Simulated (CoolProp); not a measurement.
A single-stage vapour-compression cycle with the fluid: evaporating at 295.15 K (dew point), condensing at 330.15 K (bubble point), superheat 0 K, subcooling 2 K, compressor efficiency 0.9, no pressure losses. The same conditions are run with several fluids, on thermodynamics alone (safety and materials aside).

Values from CoolProp's reference Helmholtz-energy equation of state of each fluid (propyne: Polt 1992; R125: Lemmon 2005; propane: Lemmon 2009; R143a: Lemmon and Jacobsen 2000; hydrogen sulfide: Lemmon 2006; CH2F2 (R32): Tillner-Roth 1997). The equations of Platzer and Polt are older, rougher fits.

Task: Rank propyne, R125, propane, R143a, hydrogen sulfide, CH2F2 (R32) by cooling COP, highest first.

Result: propyne (6.63), hydrogen sulfide (6.06), propane (5.92), CH2F2 (R32) (5.70), R143a (5.22), R125 (4.64)

| fluid | pressure ratio | discharge temperature (K) | refrigerating effect (kJ/kg) | volumetric capacity (kJ/m³) |
|---|---|---|---|---|
| propyne | 2.52 | 343.1 | 388 | 3770 |
| R125 | 2.33 | 335.6 | 63.1 | 5230 |
| propane | 2.26 | 335.3 | 246 | 4690 |
| R143a | 2.31 | 337.9 | 104 | 5490 |
| hydrogen sulfide | 2.19 | 366.2 | 344 | 10800 |
| CH2F2 (R32) | 2.36 | 355.9 | 208 | 9010 |
